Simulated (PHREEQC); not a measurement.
Make-up at 5 °C: 0.036 mol/kgw CuCl2 and 0.00062 mol/kgw HBF4. Closed to the air; pH follows from the charge balance.

Computed with PHREEQC (ion-association model, wateq4f.dat).

Each row changes one thing in this solution. No solid was allowed to form.

```csv
case,pH,ionic strength (mol/kgw),F- (mol/kgw),HF (mol/kgw),H3BO3 (mol/kgw),BF4- (mol/kgw)
as made,2.96,0.107,0.00100,0.000866,0.000508,7.45e-5
CuCl2 from 0.036 to 0.0396 mol/kgw,2.96,0.117,0.00100,0.000858,0.000509,7.35e-5
HBF4 from 0.00062 to 0.0031 mol/kgw,2.54,0.109,0.000988,0.00226,0.000791,0.00202
0.007 mol/kgw KHF2 added,2.94,0.112,0.00640,0.00579,2.09e-6,0.000590
temperature from 5 to 65 °C,3.10,0.0889,0.000759,0.00146,0.000598,6.05e-6
CuCl2 replaced by RbCl at the same molality,2.99,0.0372,0.00105,0.000948,0.000489,9.08e-5
```

Away from 25 °C the constants follow the database's enthalpies or fits; those with neither stay at their 25 °C values. Real BF4- forms and hydrolyses slowly; the run takes it at equilibrium.
